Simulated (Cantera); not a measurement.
## Calcination and drying: CaCO3 + CO2 + H2

Charge: 1 mol CaCO3, 1.9 mol CO2, 1.7 mol H2, held at 82.5 Torr.

Method: chemical equilibrium by Gibbs-energy minimisation in Cantera with the NASA 1993 tables (ideal gas, pure condensed phases). Candidate condensed phases: C, C6H6, C7H8, C8H18, Ca, CaCO3, CaO, Ca(OH)2, H2O; 115 gas species. Rates play no part.

```tsv
T (K)	log p CO2	log p H2O	log p H2	log p CO	log p CH4	n C(graphite)	n CaCO3(calcite)	n CaO(s)
673	-1.30	-1.44	-1.77	-2.71	-2.35	0.346	1.00	0
723	-1.31	-1.55	-1.61	-2.25	-2.50	0.231	1.00	0
773	-1.35	-1.71	-1.51	-1.87	-2.70	0.0350	1.00	0
823	-1.40	-1.72	-1.49	-1.73	-3.40	0	1.00	0
873	-1.43	-1.68	-1.51	-1.68	-4.25	0	1.00	0
923	-1.45	-1.65	-1.53	-1.65	-5.04	0	1.00	0
973	-1.47	-1.62	-1.56	-1.62	-5.77	0	1.00	0
1023	-1.34	-1.62	-1.78	-1.62	-7.02	0	0	1.00
1073	-1.35	-1.60	-1.81	-1.60	-7.65	0	0	1.00
1123	-1.36	-1.58	-1.84	-1.58	-8.23	0	0	1.00
```
log p: log10 of the partial pressure in bar; n: condensed amount in mol.

From 673 K to 773 K the condensed part is C(graphite) + CaCO3(calcite). From 823 K to 973 K the condensed part is CaCO3(calcite). From 1023 K to 1123 K the condensed part is CaO(s).
